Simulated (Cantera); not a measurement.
# Adiabatic ignition

An adiabatic, constant-pressure homogeneous reactor starts with C2H4 : O2 : N2 : H2O = 1 : 5.26 : 19.8 : 4.1 (molar parts), equivalence ratio 0.57, at 1548 K and 0.424 atm.

Cantera simulation using GRI-Mech 3.0 (53 species, 325 reactions); the numbers are that mechanism's predictions, not measurements. GRI-Mech 3.0 was tuned for natural gas; its chemistry of ethylene as a main component is partial and can be far from experiment.

```
t (s)     T (K)    x C2H4    x O2  x H2O    x CH2O     x OH
--------  -----  --------  ------  -----  --------  -------
2.00e-6    1548    0.0332   0.174  0.136   1.22e-9  7.27e-9
5.11e-6    1548    0.0332   0.174  0.136   8.56e-9  2.19e-8
1.31e-5    1548    0.0331   0.174  0.136   1.14e-7  1.64e-7
3.34e-5    1548    0.0330   0.174  0.136   1.48e-5  1.81e-5
8.55e-5    2023  6.92e-10  0.0914  0.171   2.19e-7   0.0163
0.000219   2157    <1e-12  0.0783  0.167  2.11e-11   0.0203
0.000559   2307    <1e-12  0.0764  0.177  1.29e-11   0.0188
0.00143    2415    <1e-12  0.0749  0.185  7.24e-12   0.0160
0.00366    2434    <1e-12  0.0744  0.186  6.40e-12   0.0153
0.00935    2432    <1e-12  0.0738  0.186  6.35e-12   0.0152
0.0239     2429    <1e-12  0.0725  0.187  6.25e-12   0.0149
0.0612     2424    <1e-12  0.0707  0.187  6.11e-12   0.0146
0.156      2422    <1e-12  0.0698  0.187  6.04e-12   0.0145
0.400      2422    <1e-12  0.0698  0.187  6.04e-12   0.0145
```
x: mole fraction; the columns are a selection and need not sum to one.

The time of steepest temperature rise is 67.7 µs and the temperature at 0.400 s is 2422 K. The equilibrium temperature comes out as 2422 K. The x(C2H4) at 0.400 s comes out as <1e-12 (gas-phase equilibrium <1e-12) and the x(O2) at 0.400 s is 0.0698 (gas-phase equilibrium 0.0698). The x(H2O) at 0.400 s is 0.187 (gas-phase equilibrium 0.187).
